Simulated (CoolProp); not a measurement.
R227EA along the isotherm 475 K: Z from the reference equation and from simpler models built on Tc = 374.9 K, pc = 2.925 MPa, ω = 0.358; each cubic takes its own stable root.

The numbers come from the reference Helmholtz-energy equation of state, Lemmon 2016 in CoolProp.

| p (MPa) | phase | reference |
|---|---|---|
| 0.0925 | gas | 0.9955 |
| 0.14 | gas | 0.9931 |
| 0.211 | gas | 0.9897 |
| 0.318 | gas | 0.9844 |
| 0.479 | gas | 0.9765 |
| 0.723 | gas | 0.9645 |
| 1.09 | gas | 0.9465 |
| 1.64 | gas | 0.9194 |
| 2.48 | gas | 0.8780 |
| 3.74 | supercritical | 0.8168 |
| 5.65 | supercritical | 0.7346 |
| 8.52 | supercritical | 0.6755 |
| 12.9 | supercritical | 0.7241 |
| 19.4 | supercritical | 0.8918 |
| 29.3 | supercritical | 1.176 |

Q: How far does each simpler model (van der Waals, Soave-Redlich-Kwong, Peng-Robinson) lie from the reference over these 15 states: mean and median of the absolute difference, and the worst?

A: 
- van der Waals: mean 5.5 %, median 1.9 %, worst +21.0 % at 475 K and 29.3 MPa
- Soave-Redlich-Kwong: mean 2.7 %, median 0.7 %, worst +10.0 % at 475 K and 12.9 MPa
- Peng-Robinson: mean 1.2 %, median 0.7 %, worst -5.4 % at 475 K and 29.3 MPa
